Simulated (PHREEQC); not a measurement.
0.33 g of hydrous ferric oxide (600 m²/g; 0.2 weak and 0.005 strong sites per Fe, Dzombak-Morel constants, diffuse double layer) in 1 kg of water with 0.1 mol/kgw of an inert sodium salt and 7.5e-07 mol/kgw MnCl2, at 25 °C; the pH is set by adding NaOH or the inert anion's acid. No oxygen is let in. The system is closed to CO2. No solid was allowed to form.

The series has 17 steps of pH, from 3 to 11.

All values are PHREEQC results (ion-association model, wateq4f.dat), not measurements.

Near which pH is half of the Mn sorbed, and on which side is more sorbed?

Near pH 6.7, with more sorbed at higher pH.

Complexes and solids missing from the database can't appear. The oxide is taken as insoluble; below pH 4 it would dissolve.
